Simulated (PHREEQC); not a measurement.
**Alkaline etch or developer**

Dissolve 0.019 mol KOH and 7.5e-05 mol CO2 per kg of water at 15 °C. Closed to the air; pH follows from the charge balance.

Computed with PHREEQC (ion-association model, phreeqc.dat).

Precipitation was switched off in this run.

Predict the pH, specific conductance.

pH 12.56; specific conductance 3670 µS/cm.

Complexes and solids missing from the database can't appear.
